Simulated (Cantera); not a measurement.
Input: 1 mol Si, 0.013 mol CO2, 9 mol H2, 0.0023 mol H2O, held at 5.80 Pa.

Cantera equilibrium calculation (NASA polynomials, part measured and part estimated; ideal gas, pure solids and liquids). Candidate condensed phases: C, C6H6, C7H8, C8H18, H2O, Si, SiC, SiO2; 123 gas species. Mutual solubility and eutectic melting of coexisting phases are not modelled. Gases not in the tables: Si2H6 and higher silanes. Rates play no part.

x: gas mole fraction; n: condensed amount in mol.

```tsv
T (K)	x H2	x H	x Si	x SiO	x Si2C	x CO	x SiH	n Si(s)	n SiC(s)	n Si(l)
1323	0.997	0.000208	1.53e-6	0.00309	4.74e-10	4.06e-5	8.53e-8	0.959	0.0126	0
1423	0.996	0.000870	2.63e-5	0.00307	2.11e-8	6.20e-5	8.98e-7	0.960	0.0124	0
1523	0.994	[?]	[?]	0.00304	[?]	[?]	[?]	0.957	0.0122	0
1623	0.985	[?]	[?]	0.00299	[?]	[?]	[?]	0.936	0.0118	0
1723	0.956	0.0234	0.0170	0.00286	0.000117	0.000180	0.000182	0	0.0102	0.799
1823	0.866	0.0529	0.0762	0.00250	0.000913	0.000302	0.000577	0	0.000728	0.167
1923	0.795	0.110	0.0908	0.00182	0.000372	0.000852	0.000505	0	0	0
```

Q: Some entries are withheld; supply them.

A: 
- 1623, x H: 0.00901
- 1623, x Si: 0.00270
- 1623, x Si2C: 1.00e-5
- 1623, x CO: 0.000122
- 1623, x SiH: 4.09e-5
- 1523, x H: 0.00302
- 1523, x Si: 0.000311
- 1523, x Si2C: 5.66e-7
- 1523, x CO: 8.94e-5
- 1523, x SiH: 6.90e-6
